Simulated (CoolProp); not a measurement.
Model: reference Helmholtz-energy equation of state, Thol 2019, in CoolProp.

Give the vapour pressure (MPa), liquid density (kg/m³), liquid cp (kJ/(kg K)) of saturated n-pentane at 254, 288.1 K.


| T (K) | p (MPa) | liquid density (kg/m³) | liquid cp (kJ/(kg K)) |
|---|---|---|---|
| 254 | 0.00946 | 664 | 2.14 |
| 288.1 | 0.0464 | 631 | 2.27 |
